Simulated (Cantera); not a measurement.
## Catalytic combustion on Pt

An isothermal plug-flow reactor at 873 K and 495 Torr (inlet), inlet velocity 0.23 m/s, active area per volume 150 1/m; feed H2 : O2 : N2 = 0.0028 : 0.11 : 0.79 (molar parts).

Cantera simulation using Deutschmann's 1995 Pt surface mechanism with GRI-Mech 3.0 gas chemistry; the numbers are that mechanism's predictions, not measurements. Catalytic surfaces can have several steady states; this one follows from the mechanism file's or the stated starting coverage. Mass transfer to the wall is taken as infinitely fast.

```csv
z (m),x H2,x O2,x H2O,θ free Pt,θ O*
0.00036,0.00134,0.121,0.00177,0.0955,0.904
0.00064,0.000728,0.121,0.00238,0.0917,0.907
0.0011,0.000277,0.121,0.00283,0.0890,0.910
0.002,4.37e-5,0.120,0.00306,0.0877,0.911
0.0036,1.68e-6,0.120,0.00310,0.0874,0.912
0.0064,5.62e-9,0.120,0.00311,0.0874,0.912
0.011,<1e-12,0.120,0.00311,0.0874,0.912
0.02,<1e-12,0.120,0.00311,0.0874,0.912
0.036,<1e-12,0.120,0.00311,0.0874,0.912
```
x: gas mole fraction; θ: surface coverage.
